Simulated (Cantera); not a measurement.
Feed: 1 mol SiCl4, 0.95 mol O2, 9.3 mol NO, held at 1125 K and 0.133 bar.

Cantera equilibrium calculation (NASA polynomials, part measured and part estimated; ideal gas, pure solids and liquids). Candidate condensed phases: Si, SiO2, Si2N2O, Si3N4; 23 gas species. Equilibrium is a limit: real reactors are often held back by kinetics, nucleation or transport.

Base state: N2 0.413, O2 0.408, Cl2 0.176, Cl 0.00236, NO 0.000107, ClO 2.53e-5 (mole fractions); condensed: SiO2(β-quartz).

Problem. What changes in the equilibrium state with this change: pressure from 0.133 bar to 0.0230 bar?

Solution. 
| species | before | after |
|---|---|---|
| N2 | 0.413 | 0.412 |
| O2 | 0.408 | 0.408 |
| Cl2 | 0.176 | 0.174 |
| Cl | 0.00236 | 0.00565 |
| ClO | 2.53e-5 | 2.51e-5 |
| NO | 0.000107 | 0.000107 |
| SiO2(β-quartz), mol | 1.00 | 1.00 |

Problem. What changes in the equilibrium state with this change: SiCl4 replaced by SiH4?

Solution. 
```csv
species,before,after
N2,0.413,0.454
O2,0.408,0.351
H2O,0,0.195
Cl2,0.176,0
Cl,0.00236,0
ClO,2.53e-5,0
NO,0.000107,0.000104
"SiO2(β-quartz), mol",1.00,1.00
```
Further candidate phases: H2O.
